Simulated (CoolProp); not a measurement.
R236FA along the isotherm 331.7 K: density (kg/m³) from the reference equation and from simpler models built on Tc = 398.1 K, pc = 3.191 MPa, ω = 0.377; each cubic takes its own stable root.

Values from CoolProp's reference Helmholtz-energy equation of state, Pan 2012.

```json
[
 {"p (MPa)": "0.798", "phase": "liquid", "reference": "1235"},
 {"p (MPa)": "1.6", "phase": "liquid", "reference": "1242"},
 {"p (MPa)": "2.39", "phase": "liquid", "reference": "1249"},
 {"p (MPa)": "3.19", "phase": "liquid", "reference": "1256"},
 {"p (MPa)": "3.99", "phase": "liquid", "reference": "1262"},
 {"p (MPa)": "4.79", "phase": "liquid", "reference": "1268"},
 {"p (MPa)": "5.58", "phase": "liquid", "reference": "1274"},
 {"p (MPa)": "6.38", "phase": "liquid", "reference": "1279"},
 {"p (MPa)": "7.18", "phase": "liquid", "reference": "1284"},
 {"p (MPa)": "7.98", "phase": "liquid", "reference": "1289"}
]
```

Q: How far does each simpler model (Redlich-Kwong, Peng-Robinson) lie from the reference over these 10 states: mean and median of the absolute difference, and the worst?

A: 
- Redlich-Kwong: mean 23.0 %, median 15.0 %, worst -95.7 % at 331.7 K and 0.798 MPa
- Peng-Robinson: mean 1.4 %, median 1.5 %, worst +2.6 % at 331.7 K and 7.98 MPa

At some of these states Redlich-Kwong gives the other phase, because its saturation line lies elsewhere.
